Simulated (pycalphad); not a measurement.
**Freezing of Mg-Si-Cu alloys with rising Cu**

Computed with pycalphad from the COST 507 light-alloy database (1999), at 1 atm. These are 1990s assessments: newer ones move some temperatures and phases. Phase fractions are per mole of atoms.

Scheil-Gulliver runs (no diffusion in the solid, steps of 4 K) beside full equilibrium.

```csv
alloy,liquidus (°C),"Scheil, half solid (°C)","Scheil, 80 % solid (°C)","Scheil, invariant end (°C)",liquid left at that end,equilibrium solidus (°C)
Mg-15.38Si-5.05Cu (at.%),940,552,at the invariant end,478,0.31,478
Mg-15.38Si-7.58Cu (at.%),(withheld),(withheld),at the invariant end,478,(withheld),478
Mg-15.38Si-10.1Cu (at.%),911,at the invariant end,at the invariant end,478,0.51,478
```

### Question
Some entries are withheld; supply them.

### Answer

- Mg-15.38Si-7.58Cu (at.%), liquidus (°C): 926
- Mg-15.38Si-7.58Cu (at.%), Scheil, half solid (°C): 495
- Mg-15.38Si-7.58Cu (at.%), liquid left at that end: 0.46
